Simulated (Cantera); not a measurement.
What does this Cantera script print?

```python
import numpy as np
import cantera as ct

gas_names = """
    H HI HO2 H2 H2O H2O2 I I2 O OH O2 O3
""".split()
cond_names = """
    H2O(s) H2O(L) I2(cr) I2(L)
""".split()


def load(file, names, dense=False):
    # The tables refer to 1 bar. Condensed volumes are neglected.
    table = {s.name: s for s in ct.Species.list_from_file(file)}
    out = []
    for n in names:
        d = dict(table[n].input_data)
        d["thermo"] = dict(d["thermo"], **{"reference-pressure": 1e5})
        if dense:
            d["equation-of-state"] = {"model": "constant-volume", "density": "1e6 g/cm^3"}
        out.append(ct.Species.from_dict(d))
    return out


gas = ct.Solution(thermo="ideal-gas", species=load("nasa_gas.yaml", gas_names))
cond = {s.name: ct.Solution(thermo="fixed-stoichiometry", species=[s], name=s.name)
        for s in load("nasa_condensed.yaml", cond_names, dense=True)}
atoms = {
    'HI': {'H': 1, 'I': 1},
    'H2O': {'H': 2, 'O': 1},
    'H2': {'H': 2},
}
top_T = {}  # K; cautious upper limits of use, not melting points


def equilibrate(T, P, feed):
    n = {}
    for name, mol in feed.items():
        for a, k in atoms[name].items():
            n[a] = n.get(a, 0.0) + k * mol
    gas.TPX = T, P, n
    mass = sum(n.values()) * gas.mean_molecular_weight
    gas.equilibrate("TP")
    valid = [c for c in cond.values() if c.min_temp <= T <= top_T.get(c.name, c.max_temp)]
    mix = ct.Mixture([(gas, mass / gas.mean_molecular_weight)] + [(c, 0.0) for c in valid])
    mix.T, mix.P = T, P
    mix.equilibrate("TP", solver="vcs", rtol=1e-11, max_steps=5000)
    return mix


results = []
feed = {'HI': 1, 'H2O': 0.071, 'H2': 1.2}  # mol
P = 4400000  # Pa
for T in [875, 1075, 1275, 1475, 1675, 1875, 2075, 2275, 2475]:
    mix = equilibrate(T, P, feed)
    results.append((T, P, feed, dict(zip(mix.species_names, mix.species_moles))))
    x = sorted(zip(gas.X, gas.species_names), reverse=True)
    print(f"T = {T:g} K  P = {P:g} Pa  gas = {mix.phase_moles(0):.4g} mol")
    print("   x: " + "  ".join(f"{s} {v:.3e}" for v, s in x if v > 0.001))
    print("   condensed (mol): " + ("  ".join(f"{mix.phase(i).name} {mix.phase_moles(i):.4g}"
          for i in range(1, mix.n_phases) if mix.phase_moles(i) > 1e-12) or "none"))
```

Output:

```
T = 875 K  P = 4.4e+06 Pa  gas = 2.271 mol
   x: H2 5.375e-01  HI 4.219e-01  H2O 3.126e-02  I2 9.083e-03
   condensed (mol): none
T = 1075 K  P = 4.4e+06 Pa  gas = 2.273 mol
   x: H2 5.411e-01  HI 4.137e-01  H2O 3.124e-02  I2 1.223e-02  I 1.766e-03
   condensed (mol): none
T = 1275 K  P = 4.4e+06 Pa  gas = 2.28 mol
   x: H2 5.448e-01  HI 4.020e-01  H2O 3.115e-02  I2 1.461e-02  I 7.483e-03
   condensed (mol): none
T = 1475 K  P = 4.4e+06 Pa  gas = 2.295 mol
   x: H2 5.491e-01  HI 3.832e-01  H2O 3.094e-02  I 2.095e-02  I2 1.576e-02
   condensed (mol): none
T = 1675 K  P = 4.4e+06 Pa  gas = 2.322 mol
   x: H2 5.542e-01  HI 3.555e-01  I 4.421e-02  H2O 3.057e-02  I2 1.543e-02
   condensed (mol): none
T = 1875 K  P = 4.4e+06 Pa  gas = 2.361 mol
   x: H2 5.601e-01  HI 3.199e-01  I 7.603e-02  H2O 3.007e-02  I2 1.381e-02
   condensed (mol): none
T = 2075 K  P = 4.4e+06 Pa  gas = 2.407 mol
   x: H2 5.661e-01  HI 2.802e-01  I 1.124e-01  H2O 2.950e-02  I2 1.147e-02
   condensed (mol): none
T = 2275 K  P = 4.4e+06 Pa  gas = 2.455 mol
   x: H2 5.718e-01  HI 2.405e-01  I 1.488e-01  H2O 2.891e-02  I2 9.028e-03
   condensed (mol): none
T = 2475 K  P = 4.4e+06 Pa  gas = 2.502 mol
   x: H2 5.762e-01  HI 2.041e-01  I 1.819e-01  H2O 2.835e-02  I2 6.884e-03  H 2.575e-03
   condensed (mol): none
```

Method: chemical equilibrium by Gibbs-energy minimisation in Cantera with the NASA 1993 tables (ideal gas, pure condensed phases). The ideal-gas law is rough above about 30 bar.
